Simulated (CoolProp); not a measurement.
Dodecamethylcyclohexasiloxane (D6) along the isotherm 346.85 °C: density (kg/m³) from the reference equation and from simpler models built on Tc = 372.6 °C, pc = 961.4 kPa, ω = 0.736; each cubic takes its own stable root.

Model: reference Helmholtz-energy equation of state, Colonna 2008, in CoolProp. It is a short technical equation, of lower accuracy than the large ones.

```json
[
 {"p (kPa)": "4.56", "phase": "gas", "reference": "0.3945"},
 {"p (kPa)": "7.7", "phase": "gas", "reference": "0.6672"},
 {"p (kPa)": "13", "phase": "gas", "reference": "1.129"},
 {"p (kPa)": "21.9", "phase": "gas", "reference": "1.911"},
 {"p (kPa)": "37", "phase": "gas", "reference": "3.254"},
 {"p (kPa)": "62.4", "phase": "gas", "reference": "5.562"},
 {"p (kPa)": "105", "phase": "gas", "reference": "9.577"},
 {"p (kPa)": "178", "phase": "gas", "reference": "16.93"},
 {"p (kPa)": "300", "phase": "gas", "reference": "30.86"},
 {"p (kPa)": "506", "phase": "gas", "reference": "61.82"},
 {"p (kPa)": "855", "phase": "liquid", "reference": "511.3"},
 {"p (kPa)": "1440", "phase": "liquid", "reference": "542.2"}
]
```

How far does each simpler model (van der Waals, Redlich-Kwong, Soave-Redlich-Kwong) lie from the reference over these 12 states: mean and median of the absolute difference, and the worst?


- van der Waals: mean 7.9 %, median 1.4 %, worst -39.2 % at 346.85 °C and 855 kPa
- Redlich-Kwong: mean 4.1 %, median 0.9 %, worst -21.0 % at 346.85 °C and 855 kPa
- Soave-Redlich-Kwong: mean 2.6 %, median 0.7 %, worst -11.9 % at 346.85 °C and 855 kPa
